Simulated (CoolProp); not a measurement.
The numbers come from the reference Helmholtz-energy equation of state, Thol 2012 in CoolProp.

Task: For benzene, give the phase and the cp (kJ/(kg K)), fugacity coefficient at 305.85 °C and 1090 kPa.

Result: 
- 305.85 °C and 1090 kPa: gas; cp 2.06, fugacity coefficient 0.932
